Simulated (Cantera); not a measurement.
# Silicon etching in halogen gases: Si + HCl + N2

A closed system holds: 1 mol Si, a varied amount of HCl, 10 mol N2, equilibrated at 948.15 K and 0.133 bar.

Cantera equilibrium calculation (NASA polynomials, part measured and part estimated; ideal gas, pure solids and liquids). Candidate condensed phases: NH4Cl, Si, Si3N4; 28 gas species. N2 is the only nitrogen source here; it is nearly inert below about 1500 K, so the nitride shown seldom forms there in practice. The numbers say what is thermodynamically allowed, not how fast it happens.

From 1.9 mol HCl to 6.7 mol HCl the condensed part is Si3N4(s). From 9.2 mol HCl to 21 mol HCl nothing is condensed. The main Si-bearing gas is SiCl4 throughout.

| n(HCl) (mol) | x N2 | x HCl | x H2 | x SiCl4 | n Si3N4(s) |
|---|---|---|---|---|---|
| 1.9 | 0.847 | 0.100 | 0.0350 | 0.0175 | 0.268 |
| 4.3 | 0.718 | 0.171 | 0.0742 | 0.0370 | 0.167 |
| 6.7 | 0.627 | 0.216 | 0.104 | 0.0522 | 0.0586 |
| 9.2 | 0.549 | 0.286 | 0.110 | 0.0548 | 0 |
| 12 | 0.476 | 0.381 | 0.0952 | 0.0476 | 0 |
| 14 | 0.435 | 0.435 | 0.0869 | 0.0434 | 0 |
| 16 | 0.400 | 0.480 | 0.0800 | 0.0400 | 0 |
| 19 | 0.357 | 0.536 | 0.0714 | 0.0357 | 0 |
| 21 | 0.333 | 0.567 | 0.0666 | 0.0333 | 0 |
x: gas mole fraction; n: condensed amount in mol.
